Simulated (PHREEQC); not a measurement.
1 kg of water holding 0.21 mol K2SO4, 0.23 mol K2CO3 and 0.27 mol KCl is evaporated at 25 °C; the solids stay in contact with the brine. CO2 is held at log p = -3.4 (atm). The run lets Arcanite, Kalicinite, Misenite, Sylvite precipitate or redissolve, and no other solid.

Base run: PHREEQC, Pitzer model, pitzer.dat. Each further column changes one thing. The table gives ionic strength.

```json
[
 {"H2O removed (mol)": "0", "base": "1.54", "temperature from 25 to 5 °C": "?"},
 {"H2O removed (mol)": "18.01", "base": "2.30", "temperature from 25 to 5 °C": "?"},
 {"H2O removed (mol)": "30.18", "base": "2.84", "temperature from 25 to 5 °C": "2.50"},
 {"H2O removed (mol)": "38.4", "base": "3.59", "temperature from 25 to 5 °C": "3.35"},
 {"H2O removed (mol)": "46.01", "base": "5.75", "temperature from 25 to 5 °C": "5.63"},
 {"H2O removed (mol)": "49.09", "base": "8.27", "temperature from 25 to 5 °C": "8.18"},
 {"H2O removed (mol)": "51.17", "base": "10.9", "temperature from 25 to 5 °C": "?"},
 {"H2O removed (mol)": "52.58", "base": "14.2", "temperature from 25 to 5 °C": "13.8"}
]
```

Q: What belongs in the gaps?

A: 
- 0, temperature from 25 to 5 °C: 1.52
- 18.01, temperature from 25 to 5 °C: 1.98
- 51.17, temperature from 25 to 5 °C: 10.4

 Constants without temperature data keep their 25 °C values here.
